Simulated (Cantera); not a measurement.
An adiabatic, constant-volume homogeneous reactor starts with 9.32 % CH₄, 19.0 % O₂, 71.5 % N₂, 0.177 % H₂, equivalence ratio 0.99, at 1525 K and 190000 Pa.

Model: GRI-Mech 3.0 (53 species, 325 reactions), integrated in Cantera.

x: mole fraction; the columns are a selection and need not sum to one.

| t (s) | T (K) | P (bar) | x CH₄ | x O₂ | x H₂ | x H₂O | x CO₂ | x C₂H | x CH₂O |
|---|---|---|---|---|---|---|---|---|---|
| 1.00e-6 | 1525 | 1.90 | 0.0932 | 0.190 | 0.00177 | 3.68e-8 | <1e-12 | <1e-12 | 2.06e-9 |
| 3.15e-6 | 1525 | 1.90 | 0.0932 | 0.190 | 0.00177 | 2.02e-7 | 2.00e-12 | <1e-12 | 2.41e-8 |
| 9.92e-6 | 1525 | 1.90 | 0.0932 | 0.190 | 0.00177 | 1.12e-6 | 4.49e-11 | <1e-12 | 2.79e-7 |
| 3.12e-5 | 1525 | 1.90 | 0.0932 | 0.190 | 0.00177 | 9.35e-6 | 1.78e-9 | <1e-12 | 3.80e-6 |
| 9.84e-5 | 1525 | 1.90 | 0.0930 | 0.190 | 0.00179 | 0.000123 | 1.41e-7 | <1e-12 | 6.79e-5 |
| 0.000310 | 1540 | 1.92 | 0.0898 | 0.188 | [?] | [?] | [?] | <1e-12 | [?] |
| 0.000976 | 2962 | 3.88 | <1e-12 | 0.0213 | 0.0196 | 0.143 | 0.0442 | <1e-12 | 1.37e-9 |
| 0.00307 | 2961 | 3.88 | <1e-12 | 0.0211 | 0.0197 | 0.143 | 0.0441 | <1e-12 | 1.37e-9 |
| 0.00968 | 2961 | 3.88 | <1e-12 | 0.0211 | 0.0197 | 0.143 | 0.0441 | <1e-12 | 1.37e-9 |
| 0.0305 | 2961 | 3.88 | <1e-12 | 0.0211 | 0.0197 | 0.143 | 0.0441 | <1e-12 | 1.37e-9 |
| 0.0960 | 2961 | 3.88 | <1e-12 | 0.0211 | 0.0197 | 0.143 | 0.0441 | <1e-12 | 1.37e-9 |
| 0.302 | 2961 | 3.88 | <1e-12 | 0.0211 | 0.0197 | 0.143 | 0.0441 | <1e-12 | 1.37e-9 |
| 0.953 | 2961 | 3.88 | <1e-12 | 0.0211 | 0.0197 | 0.143 | 0.0441 | <1e-12 | 1.37e-9 |
| 3.00 | 2961 | 3.88 | <1e-12 | 0.0211 | 0.0197 | 0.143 | 0.0441 | <1e-12 | 1.37e-9 |

### Question
Complete the blanks.

### Answer

- 0.000310, x H₂: 0.00235
- 0.000310, x H₂O: 0.00244
- 0.000310, x CO₂: 1.15e-5
- 0.000310, x CH₂O: 0.00105
